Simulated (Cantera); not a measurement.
What does this Cantera script print?

```python
import numpy as np
import cantera as ct

gas_names = """
    CL CL2 H HCL H2 N NH NH2 NH3 N2 N2H2 N2H4 Si SiCL SiCL2 SiCL3 SiCL4 SiH SiHCL3 SiH2 SiH2CL2 SiH3
    SiH3CL SiH4 SiN Si2 Si2N Si3
""".split()
cond_names = """
    NH4CL(a) NH4CL(b) Si(cr) Si(L) Si3N4(a)
""".split()


# ... load() reads the species with a 1 bar reference pressure and builds the phases ...
atoms = {
    'SiHCl3': {'Si': 1, 'H': 1, 'CL': 3},
    'N2': {'N': 2},
}
top_T = {'Si3N4(a)': 2400}  # K; cautious upper limits of use, not melting points


# ... equilibrate(T, P, feed) seeds the gas with the atoms and calls Mixture.equilibrate('TP', solver="vcs", rtol=1e-11, max_steps=5000) ...
results = []
feed = {'SiHCl3': 1, 'N2': 0.72}  # mol
T = 975  # K
P = 3000  # Pa
mix = equilibrate(T, P, feed)
results.append((T, P, feed, dict(zip(mix.species_names, mix.species_moles))))
x = sorted(zip(gas.X, gas.species_names), reverse=True)
print(f"T = {T:g} K  P = {P:g} Pa  gas = {mix.phase_moles(0):.4g} mol")
print("   x: " + "  ".join(f"{s} {v:.3e}" for v, s in x if v > 0.0001))
print("   condensed (mol): " + ("  ".join(f"{mix.phase(i).name} {mix.phase_moles(i):.4g}"
      for i in range(1, mix.n_phases) if mix.phase_moles(i) > 1e-12) or "none"))
```

It prints:

```
T = 975 K  P = 3000 Pa  gas = 1.855 mol
   x: HCL 3.345e-01  SiCL4 3.202e-01  N2 2.427e-01  H2 1.020e-01  SiHCL3 5.582e-04  SiCL3 1.262e-04
   condensed (mol): Si3N4(a) 0.1349
```

These are equilibrium values from Cantera (NASA tables, ideal gas, pure condensed phases), not measurements of a reactor. N2 is the only nitrogen source here; it is nearly inert below about 1500 K, so the nitride shown seldom forms there in practice. The tables' values for SiCl3 are old estimates; treat these amounts as uncertain.
